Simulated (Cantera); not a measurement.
An adiabatic, constant-volume homogeneous reactor starts with 5.54 % CH₄, 0.349 % C₂H₆, 0.941 % C₃H₈, 19.5 % O₂, 73.6 % N₂, equivalence ratio 0.87, at 1000 K and 67000 Pa.

Model: GRI-Mech 3.0 (53 species, 325 reactions), integrated in Cantera. GRI-Mech 3.0 was tuned for natural gas; its chemistry of propane as a main component is partial and can be far from experiment.

x: mole fraction; the columns are a selection and need not sum to one.

```
t (s)     T (K)  P (bar)   x CH₄   x C₂H₆   x C₃H₈     x N₂O     x HCO     x CH₃       x H
--------  -----  -------  ------  -------  -------  --------  --------  --------  --------
4.00e-6    1000    0.670  0.0554  0.00349  0.00941    <1e-12    <1e-12  2.41e-10  1.14e-12
1.10e-5    1000    0.670  0.0554  0.00349  0.00941    <1e-12    <1e-12  6.74e-10  2.98e-12
3.01e-5    1000    0.670  0.0554  0.00349  0.00941    <1e-12    <1e-12   1.88e-9  3.83e-12
8.26e-5    1000    0.670  0.0554  0.00349  0.00941    <1e-12    <1e-12   5.18e-9  3.97e-12
0.000227   1000    0.670  0.0554  0.00349  0.00941    <1e-12    <1e-12   1.42e-8  4.35e-12
0.000622   1000    0.670  0.0554  0.00349  0.00941    <1e-12    <1e-12   3.85e-8  5.74e-12
0.00171    1000    0.670  0.0554  0.00349  0.00941    <1e-12    <1e-12   1.03e-7  1.22e-11
0.00469    1000    0.670  0.0554  0.00349  0.00941    <1e-12    <1e-12   2.75e-7  5.19e-11
0.0129     1000    0.670  0.0554  0.00349  0.00941    <1e-12    <1e-12   8.33e-7  3.55e-10
0.0353     1000    0.670  0.0554  0.00348  0.00939  4.08e-12  1.57e-12   1.90e-6         ?
0.0968     1001    0.671  0.0553  0.00346  0.00929  1.77e-11  1.20e-11   2.55e-6         ?
0.266      1009    0.677  0.0547  0.00331  0.00849  1.11e-10  3.72e-10   6.68e-6         ?
0.729      2691     1.87  <1e-12   <1e-12   <1e-12   8.13e-7   1.84e-8    <1e-12   0.00363
2.00       2691     1.87  <1e-12   <1e-12   <1e-12   8.13e-7   1.84e-8    <1e-12   0.00363
```

Complete the blanks.


- 0.0353, x H: 1.34e-9
- 0.0968, x H: 2.48e-9
- 0.266, x H: 2.29e-8
